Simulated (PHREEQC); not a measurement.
Make-up at 25 °C: 0.57 mol/kgw CuSO4, 0.014 mol/kgw NaH2PO4 and 0.015 mol/kgw NaCl. Closed to the air; pH follows from the charge balance.

Equilibrium calculation in PHREEQC: ion-association model, wateq4f.dat.

Precipitation was switched off in this run.

Question: Order these Cu species by the share of Cu that they hold, largest first: CuSO4, Cu+2, CuCl+.

Answer: CuSO4 (55 %), Cu+2 (44 %), CuCl+ (0.32 %)

The pH is 4.35 and the ionic strength 1.03 mol/kgw. Examples of supersaturated solids here: Cu3(PO4)2:3H2O, Antlerite. Others may be too. The ionic strength is past about 0.7 mol/kgw, beyond the range of this activity model, so the values are rough. Complexes and solids missing from the database can't appear. H3PO4, which wateq4f.dat lacks, is added to it with the constant of phreeqc.dat. The database has no phosphate complexes of Cu.
